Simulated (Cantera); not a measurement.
Charge: 1 mol Si, a varied amount of Br₂, 8 mol H₂, at 300 °C and 0.00580 bar.

These are equilibrium values from Cantera (NASA tables, ideal gas, pure condensed phases), not measurements of a reactor. Candidate condensed phases: Br₂, Si; 19 gas species. Rates play no part.

Problem. Which condensed phases are stable at each of these points (n(Br₂) (mol)): 0.76, 1.1, 1.7, 2.4, 3.6, 5.3, 7.8?

Solution. 
```
n(Br₂) (mol)  condensed phases  Si condensed (%)
------------  ----------------  ----------------
0.76                     Si(s)              61.7
1.1                      Si(s)              44.6
1.7                      Si(s)              14.4
2.4                   gas only               0.0
3.6                   gas only               0.0
5.3                   gas only               0.0
7.8                   gas only               0.0
```

From 0.76 mol Br₂ to 1.7 mol Br₂ the condensed part is Si(s). From 2.4 mol Br₂ to 7.8 mol Br₂ nothing is condensed.
